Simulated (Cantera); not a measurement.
Charge: 1 mol TiO₂, 2.2 mol HCl, at 10.5 Torr.

Method: chemical equilibrium by Gibbs-energy minimisation in Cantera with the NASA 1993 tables (ideal gas, pure condensed phases). Candidate condensed phases: H₂O, Ti, TiCl₂, TiCl₃, TiCl₄, TiO, TiO₂, Ti₂O₃, Ti₃O₅, Ti₄O₇; 23 gas species. Condensed phases not in the tables: TiOCl. Equilibrium is a limit: real reactors are often held back by kinetics, nucleation or transport. All values below are at 1198 K.

Base state: HCl 0.997, H₂O 0.00177, TiCl₄ 0.000882, Cl 0.000148, H₂ 8.77e-5, Cl₂ 1.44e-5 (mole fractions); condensed: TiO₂(rutile).

Problem. What changes in the equilibrium state with this change: pressure from 10.5 Torr to 23.3 Torr?

Solution. 
```csv
species,before,after
HCl,0.997,0.996
H₂O,0.00177,0.00230
TiCl₄,0.000882,0.00115
Cl,0.000148,0.000110
H₂,8.77e-5,7.19e-5
Cl₂,1.44e-5,1.75e-5
"TiO₂(rutile), mol",0.998,0.997
```
